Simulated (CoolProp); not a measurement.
A simple Rankine cycle with sulfur dioxide: condensing at 318.15 K, boiler at 4.97 MPa, turbine inlet 524 K, turbine efficiency 0.9, pump efficiency 0.6, no recuperator. Each further row changes one setting.

The numbers come from the reference Helmholtz-energy equation of state, Gao 2016 in CoolProp.

```csv
case,thermal efficiency (%),net work (kJ/kg),heat in (kJ/kg),turbine exit temperature (K),volume ratio over the turbine
as stated,18.2,83.2,457,369.0,…
condensing temperature 310.15 K,19.7,92.2,…,…,6.22
boiler pressure 3.48 MPa,…,…,…,397.4,…
turbine efficiency 0.8,16.1,73.4,457,382.3,…
```

Q: Complete the blanks.

A: 
- as stated, volume ratio over the turbine: 5.09
- condensing temperature 310.15 K, heat in (kJ/kg): 468
- condensing temperature 310.15 K, turbine exit temperature (K): 353.6
- boiler pressure 3.48 MPa, thermal efficiency (%): 15.7
- boiler pressure 3.48 MPa, net work (kJ/kg): 73.7
- boiler pressure 3.48 MPa, heat in (kJ/kg): 469
- boiler pressure 3.48 MPa, volume ratio over the turbine: 3.75
- turbine efficiency 0.8, volume ratio over the turbine: 5.31
